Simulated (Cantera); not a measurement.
Feed: 1 mol Cu, 1.1 mol F₂, at 1200 K and 0.000380 bar.

Equilibrium computed with Cantera from the NASA thermochemical tables; the gas is ideal and each condensed phase is pure. Candidate condensed phases: Cu, CuF₂; 6 gas species. Rates play no part.

Base state: CuF₂ 0.833, F 0.167, CuF 8.44e-5, F₂ 3.99e-5 (mole fractions); condensed: gas only.

Question: What changes in the equilibrium state with this change: F₂ from 1.1 to 2.4 mol?

Answer: 
```csv
species,before,after
F,0.167,0.736
CuF₂,0.833,0.263
F₂,3.99e-5,0.000778
CuF,8.44e-5,6.04e-6
```
